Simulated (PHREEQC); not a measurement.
Consider water at 20 °C with 24 mmol/kgw CaCl2, 1.9 mmol/kgw Na2SO4 and 0.00042 mmol/kgw H4SiO4. Closed to the air; pH follows from the charge balance.

All values are PHREEQC results (Pitzer model, pitzer.dat), not measurements.

```csv
quantity,before,after
pH,7.05,7.94
SI of SiO2(a) (SiO2),-3.67,-3.67
```

### Question
Which change was made?
(A) Na2SO4 from 0.0019 to 0.00095 mol/kgw
(B) CaCl2 from 0.024 to 0.12 mol/kgw
(C) temperature from 20 to 10 °C
(D) H4SiO4 from 4.2e-07 to 6.3e-07 mol/kgw
(E) H4SiO4 replaced by K2SiO3 at the same molality

### Answer
E, H4SiO4 replaced by K2SiO3 at the same molality

No solid was allowed to form.
